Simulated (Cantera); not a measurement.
Input: 1 mol HF, 0.016 mol SO2, 15 mol H2, held at 1.00 Torr.

Equilibrium computed with Cantera from the NASA thermochemical tables; the gas is ideal and each condensed phase is pure. Candidate condensed phases: H2O, H2SO4, S; 43 gas species. Equilibrium is a limit: real reactors are often held back by kinetics, nucleation or transport.

log p: log10 of the partial pressure in bar; nothing condenses.

```csv
T (K),log p H,log p H2,log p HF,log p F,log p H2O,log p O
2250,-3.63,-2.99,-4.12,(withheld),-5.63,-7.88
2325,-3.48,-3.03,-4.14,(withheld),-5.67,-7.49
2400,-3.34,-3.09,-4.16,(withheld),-5.71,-7.13
2475,-3.23,-3.17,-4.19,(withheld),-5.79,-6.79
2550,-3.14,-3.27,-4.22,(withheld),-5.91,-6.50
2625,-3.06,-3.38,-4.25,(withheld),-6.08,-6.26
2700,-3.01,-3.53,-4.28,(withheld),-6.33,-6.09
2775,-2.97,-3.69,-4.31,(withheld),-6.65,-5.98
2850,-2.94,-3.86,-4.34,(withheld),-7.02,-5.93
2925,-2.92,-4.04,-4.37,(withheld),-7.41,-5.90
3000,-2.91,-4.22,-4.40,(withheld),-7.81,-5.88
```

**Question.** What belongs in the gaps?

**Answer.** 
- 2250, log p F: -7.75
- 2325, log p F: -7.47
- 2400, log p F: -7.21
- 2475, log p F: -6.96
- 2550, log p F: -6.72
- 2625, log p F: -6.48
- 2700, log p F: -6.24
- 2775, log p F: -6.00
- 2850, log p F: -5.76
- 2925, log p F: -5.52
- 3000, log p F: -5.30
